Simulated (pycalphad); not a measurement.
CALPHAD calculation (pycalphad, COST 507 light-alloy database (1999)), 1 atm. The database dates from 1999; later assessments differ in places, in temperatures and in the compounds included. Kinetics are ignored, which matters at the lower temperatures.

Molar enthalpy of Hf-1.73C (at.%) in equilibrium (SER reference):

| T (K) | H (kJ/mol) | phases |
|---|---|---|
| 3300 | 136.16 | LIQUID |
| 3150 | 129.60 | LIQUID |
| 3000 | 123.05 | LIQUID |
| 2850 | 116.50 | LIQUID |
| 2700 | 109.94 | LIQUID |
| 2625 | 106.66 | LIQUID |
| 2550 | 103.39 | LIQUID |
| 2475 | 71.62 | HCP_A3 + BCC_A2 |
| 2400 | 68.22 | HCP_A3 + BCC_A2 |
| 2250 | 61.02 | HCP_A3 + BCC_A2 |
| 2100 | 54.39 | HCP_A3 |
| 1950 | 48.53 | HCP_A3 |
| 1800 | 42.85 | HCP_A3 |
| 1650 | 37.35 | HCP_A3 |
| 1500 | 32.03 | HCP_A3 |
| 1350 | 26.89 | HCP_A3 |
| 1200 | 21.94 | HCP_A3 |
| 1050 | 17.17 | HCP_A3 |
| 900 | 12.57 | HCP_A3 |
| 750 | 8.16 | HCP_A3 |
| 600 | 3.88 | HCP_A3 + FCC_A1 |

Cooling from 2550 K to 2475 K, across the freezing range, releases 31.8 kJ/mol, or 181 J/g. The slope is 44 J/(mol K) in the liquid and 45 J/(mol K) just below the solidus, where it includes any heat of precipitation. Liquidus 2491 K, solidus 2480 K. Changes were sought between steps of 75 K, so a narrower field can be missed.

FCC_A1 is fcc; BCC_A2 is bcc; HCP_A3 is hcp. The fcc model also describes the rock-salt carbide or nitride (TiC, TiN, HfC).
